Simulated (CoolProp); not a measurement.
The fluid at 494.12 K and 0.166 MPa flows at 0.09 m/s in a round tube of 10 mm bore and 15 µm roughness, fully developed (64/Re and Nu = 3.66 if laminar; Colebrook and Gnielinski if turbulent). The same conditions are run with several fluids, on thermodynamics alone (safety and materials aside).

Values from CoolProp's reference Helmholtz-energy equation of state of each fluid (sulfur hexafluoride: Guder 2009; ethanol: Schroeder 2014; carbon dioxide: Span 1996; toluene: Lemmon 2006; isobutane: Bücker 2006).

```json
[
 {"fluid": "sulfur hexafluoride", "Reynolds number": "226", "Darcy friction factor": "0.283", "pressure drop (Pa/m)": "0.679", "heat-transfer coefficient (W/(m² K))": "10.0", "mass flow (kg/h)": "0.151"},
 {"fluid": "ethanol", "Reynolds number": "116", "Darcy friction factor": "0.553", "pressure drop (Pa/m)": "0.421", "heat-transfer coefficient (W/(m² K))": "13.7", "mass flow (kg/h)": "0.0478"},
 {"fluid": "carbon dioxide", "Reynolds number": "67.6", "Darcy friction factor": "0.946", "pressure drop (Pa/m)": "0.682", "heat-transfer coefficient (W/(m² K))": "11.9", "mass flow (kg/h)": "0.0453"},
 {"fluid": "toluene", "Reynolds number": "304", "Darcy friction factor": "0.211", "pressure drop (Pa/m)": "0.326", "heat-transfer coefficient (W/(m² K))": "10.6", "mass flow (kg/h)": "0.0974"},
 {"fluid": "isobutane", "Reynolds number": "177", "Darcy friction factor": "0.363", "pressure drop (Pa/m)": "0.348", "heat-transfer coefficient (W/(m² K))": "15.5", "mass flow (kg/h)": "0.0603"}
]
```

Transport values come from each fluid's own correlations.
